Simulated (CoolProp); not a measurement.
Values from CoolProp's reference Helmholtz-energy equation of state, Zhou 2011.

Question: For dimethyl carbonate, give the phase and the Z, cv (kJ/(kg K)), speed of sound (m/s), isothermal compressibility (1/MPa) at 534.7 K and 8670 kPa; 558.5 K and 8670 kPa; 594.1 K and 8670 kPa.

Answer: 
- 534.7 K and 8670 kPa: liquid; Z 0.252, cv 1.76, speed of sound 413, isothermal compressibility 0.0125
- 558.5 K and 8670 kPa: supercritical; Z 0.270, cv 1.81, speed of sound 315, isothermal compressibility 0.0267
- 594.1 K and 8670 kPa: supercritical; Z 0.358, cv 1.90, speed of sound 184, isothermal compressibility 0.136
